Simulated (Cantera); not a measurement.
Charge: 1 mol SiCl4, 4.2 mol H2, held at 675 K and 0.100 bar.

Cantera equilibrium calculation (NASA polynomials, part measured and part estimated; ideal gas, pure solids and liquids). Candidate condensed phases: Si; 19 gas species. The numbers say what is thermodynamically allowed, not how fast it happens.

Base state: H2 0.803, SiCl4 0.188, HCl 0.00446, SiHCl3 0.00444 (mole fractions); condensed: gas only.

What changes in the equilibrium state with this change: 0.004 mol O2 added?


```
species               before    after
-------------------  -------  -------
H2                     0.803    0.802
SiCl4                  0.188    0.188
HCl                  0.00446  0.00625
SiHCl3               0.00444  0.00317
SiO2(α-quartz), mol        0  0.00400
```
Further candidate phases: H2O, SiO2.

What changes in the equilibrium state with this change: 0.0078 mol N2 added?


```
species         before    after
-------------  -------  -------
H2               0.803    0.800
SiCl4            0.188    0.188
HCl            0.00446   0.0108
SiHCl3         0.00444  0.00182
Si3N4(s), mol        0  0.00390
```
N2 is the only nitrogen source here; it is nearly inert below about 1500 K, so the nitride shown seldom forms there in practice. Further candidate phases: NH4Cl, Si3N4.
